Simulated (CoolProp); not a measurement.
Properties of nitrogen along the isotherm -132.15 °C.

Model: reference Helmholtz-energy equation of state, Span 2000, in CoolProp.

```csv
p (MPa),phase,Z,cv (kJ/(kg K)),speed of sound (m/s),Prandtl number
0.509,gas,0.9637,0.7553,237.9,?
1.02,gas,0.9256,0.7699,233.7,0.827
1.53,gas,?,0.7862,229.5,0.873
2.04,gas,0.8435,0.8045,?,?
2.55,gas,0.7986,0.8251,221.1,1.00
3.06,gas,0.7505,0.8485,217.0,1.10
3.57,supercritical,0.6987,0.8755,213.3,1.23
4.07,supercritical,0.6439,0.9057,210.4,1.43
4.58,supercritical,0.5839,0.9396,209.0,1.71
5.09,supercritical,0.5230,0.9708,211.2,2.09
```

Some entries are withheld; supply them.


- 0.509, Prandtl number: 0.788
- 1.53, Z: 0.8857
- 2.04, speed of sound (m/s): 225.3
- 2.04, Prandtl number: 0.929

Viscosity comes from a separate model (Lemmon 2004). Thermal conductivity comes from a separate model (Lemmon 2004).
